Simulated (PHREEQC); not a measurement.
Cooling-tower water (model solution)

Model water analysis in mg/kgw, 25 °C, pH 6.37, pe 8.8:

```tsv
constituent	mg/kgw
Na	30.2
K	240
Ca	162
Mg	57.3
Cl	442
S(6) as SO4	186
Alkalinity as HCO3	237
O(0) (dissolved oxygen)	0.127
```

Na is adjusted to close the charge balance.
Valence states are taken as typed.

Computed with PHREEQC (ion-association model, wateq4f.dat).

```
Item                    Result
--------------  --------------
ionic strength  0.0261 mol/kgw
```

```tsv
species	molality	activity	log γ
Cl-	0.0125	0.0106	-0.069
K+	0.00611	0.00521	-0.069
HCO3-	0.00373	0.00322	-0.064
Ca+2	0.00364	0.00202	-0.256
CO2	0.00307	0.00309	0.003
Mg+2	0.00210	0.00118	-0.250
SO4-2	0.00139	0.000759	-0.262
Na+	0.00128	0.00110	-0.066
CaSO4	0.000304	0.000306	0.003
MgSO4	0.000208	0.000210	0.003
CaHCO3+	9.57e-5	8.28e-5	-0.063
MgHCO3+	5.19e-5	4.44e-5	-0.068
KSO4-	3.22e-5	2.78e-5	-0.064
```

No solid was allowed to form. Species that the database lacks are ignored.
